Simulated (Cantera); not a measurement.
## C₂H₂ + H₂O + N₂ (carbon deposition, reforming and gasification)

A closed system holds: 1 mol C₂H₂, a varied amount of H₂O, 1.3 mol N₂, held at 775 K and 133 Pa.

These are equilibrium values from Cantera (NASA tables, ideal gas, pure condensed phases), not measurements of a reactor. Candidate condensed phases: C, C₆H₆, C₇H₈, C₈H₁₈, H₂O; 136 gas species. The numbers say what is thermodynamically allowed, not how fast it happens.

| n(H₂O) (mol) | log p N₂ | log p H₂ | log p CO | log p CO₂ | log p H₂O | log p CH₄ | n C(graphite) |
|---|---|---|---|---|---|---|---|
| 0.028 | -3.13 | -3.24 | -4.81 | -7.27 | -6.40 | -6.16 | 1.97 |
| 0.039 | -3.14 | -3.24 | -4.68 | -6.99 | -6.26 | -6.16 | 1.96 |
| 0.056 | -3.14 | -3.23 | -4.53 | -6.69 | -6.11 | -6.16 | 1.94 |
| 0.08 | -3.15 | -3.23 | -4.38 | -6.41 | -5.96 | -6.16 | 1.92 |
| 0.11 | -3.16 | -3.23 | -4.26 | -6.15 | -5.83 | -6.15 | 1.89 |
| 0.16 | -3.18 | -3.23 | -4.11 | -5.87 | -5.69 | -6.15 | 1.85 |
| 0.23 | -3.20 | -3.23 | -3.98 | -5.61 | -5.56 | -6.14 | 1.78 |
| 0.33 | -3.23 | -3.22 | -3.86 | -5.37 | -5.43 | -6.14 | 1.69 |
| 0.47 | -3.27 | -3.22 | -3.75 | -5.15 | -5.32 | -6.13 | 1.56 |
| 0.68 | -3.32 | -3.21 | -3.65 | -4.95 | -5.21 | -6.11 | 1.37 |
| 0.96 | -3.38 | -3.21 | -3.57 | -4.78 | -5.12 | -6.10 | 1.11 |
| 1.4 | -3.46 | -3.20 | -3.50 | -4.63 | -5.04 | -6.09 | 0.718 |
log p: log10 of the partial pressure in bar; n: condensed amount in mol.

From 0.028 mol H₂O to 1.4 mol H₂O the condensed part is C(graphite). The main C-bearing gas is CO throughout. The share of C in condensed phases is highest at 0.028 mol H₂O (98.6 %) and lowest at 1.4 mol H₂O (35.9 %).
